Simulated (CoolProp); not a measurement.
Sulfur dioxide at 293.15 K and 0.0748 MPa is compressed adiabatically to 0.259 MPa with isentropic efficiency 0.6. Each further row changes one setting.

The numbers come from the reference Helmholtz-energy equation of state, Gao 2016 in CoolProp.

```json
[
 {"case": "as stated", "work (kJ/kg)": "88.3", "final temperature (K)": "428.1", "final density (kg/m³)": "4.72"},
 {"case": "efficiency 1", "work (kJ/kg)": "53.0", "final temperature (K)": "377.4", "final density (kg/m³)": "5.39"},
 {"case": "efficiency 0.65", "work (kJ/kg)": "81.5", "final temperature (K)": "418.4", "final density (kg/m³)": "4.83"}
]
```
